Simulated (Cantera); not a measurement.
A closed system holds: 1 mol SiO₂, 0.8 mol MgO, 0.21 mol O₂, equilibrated at 1273.15 K and 11.3 Torr.

Cantera equilibrium calculation (NASA polynomials, part measured and part estimated; ideal gas, pure solids and liquids). Candidate condensed phases: Mg, MgO, MgSiO₃, Mg₂SiO₄, Si, SiO₂; 11 gas species. Mutual solubility and eutectic melting of coexisting phases are not modelled. The tables hold silica as quartz up to 1696 K and as liquid above; real silica turns to tridymite and cristobalite and melts near 1996 K. Condensed phases not in the tables: alloys, solid solutions and most ternary compounds. Rates play no part.

Base state: O₂ 1.000 (mole fractions); condensed: MgSiO₃(s) + SiO₂(β-quartz).

**Question.** What changes in the equilibrium state with this change: 0.0004 mol CH₄ added?

**Answer.** 
```csv
species,before,after
O₂,1.000,0.994
H₂O,0,0.00380
CO₂,0,0.00190
"MgSiO₃(s), mol",0.800,0.800
"SiO₂(β-quartz), mol",0.200,0.200
```
Further candidate phases: C, C₆H₆, C₇H₈, C₈H₁₈, H₂O, MgCO₃, Mg(OH)₂, SiC.
